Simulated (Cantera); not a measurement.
# Low-pressure radical oxidation in H2/O2

An isothermal, constant-pressure homogeneous reactor starts with H₂ : O₂ = 0.17 : 1 (molar parts), equivalence ratio 0.085, at 1448 K and 0.0276 atm.

Cantera simulation using GRI-Mech 3.0 (53 species, 325 reactions); the numbers are that mechanism's predictions, not measurements. Radical loss at walls, strong at low pressure, is not modelled. The temperature is held fixed by assumption; the heat of reaction is taken as removed at once.

| t (s) | x H₂ | x O₂ | x HO₂ | x OH | x H₂O | x H₂O₂ | x H |
|---|---|---|---|---|---|---|---|
| 2.00e-5 | 0.145 | 0.855 | 2.32e-7 | 1.34e-7 | 1.27e-7 | 3.47e-10 | 2.07e-7 |
| 8.87e-5 | 0.145 | 0.855 | 1.04e-6 | 9.93e-6 | 2.26e-5 | 6.34e-9 | 1.18e-5 |
| 0.000394 | 0.00656 | 0.752 | 8.40e-6 | 0.0164 | 0.114 | 2.78e-7 | 0.0335 |
| 0.00175 | 0.00507 | 0.766 | 8.40e-6 | 0.0148 | 0.122 | 2.66e-7 | 0.0254 |
| 0.00775 | 0.00262 | 0.806 | 7.61e-6 | 0.0109 | 0.140 | 2.41e-7 | 0.00840 |
| 0.0344 | 0.000340 | 0.838 | 2.89e-6 | 0.00399 | 0.154 | 1.06e-7 | 0.000366 |
| 0.152 | 2.40e-5 | 0.843 | 4.00e-7 | 0.00107 | 0.156 | 2.49e-8 | 6.83e-6 |
| 0.676 | 2.68e-6 | 0.843 | 1.57e-7 | 0.000358 | 0.156 | 6.18e-9 | 2.56e-7 |
| 3.00 | 9.66e-7 | 0.843 | 1.90e-7 | 0.000215 | 0.157 | 3.69e-9 | 5.57e-8 |
x: mole fraction; the columns are a selection and need not sum to one.

Equilibrium at this temperature and pressure: H₂ 9.44e-7, O₂ 0.843, HO₂ 1.92e-7, OH 0.000213, H₂O 0.157, H₂O₂ 3.66e-9, H 5.39e-8 (gas phase only).
